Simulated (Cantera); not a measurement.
# Moist CO burnout

A perfectly stirred reactor is fed with 0.769 % CO, 5.44 % O2, 0.0328 % H2O, 93.8 % N2, equivalence ratio 0.071, at 10.0 bar; it is held at 1050 K, and followed from long to short residence time.

Cantera simulation using GRI-Mech 3.0 (53 species, 325 reactions); the numbers are that mechanism's predictions, not measurements.

```
τ (s)       x CO    x O2     x H2O       x H     x N2O    x H2O2
-------  -------  ------  --------  --------  --------  --------
0.48     0.00704  0.0541  0.000328  1.97e-10   1.11e-7   1.27e-8
0.16     0.00750  0.0543  0.000328  1.68e-10   3.29e-8   8.64e-9
0.053    0.00766  0.0544  0.000328  7.86e-11   6.44e-9   1.96e-9
0.018    0.00769  0.0544  0.000328  1.59e-11  9.77e-10  8.08e-11
0.0060   0.00769  0.0544  0.000328  4.24e-12  2.40e-10  4.99e-12
0.0020   0.00769  0.0544  0.000328  1.43e-12  6.85e-11    <1e-12
0.00066  0.00769  0.0544  0.000328    <1e-12  1.81e-11    <1e-12
0.00022  0.00769  0.0544  0.000328    <1e-12  3.89e-12    <1e-12
```
x: mole fraction; the columns are a selection and need not sum to one.
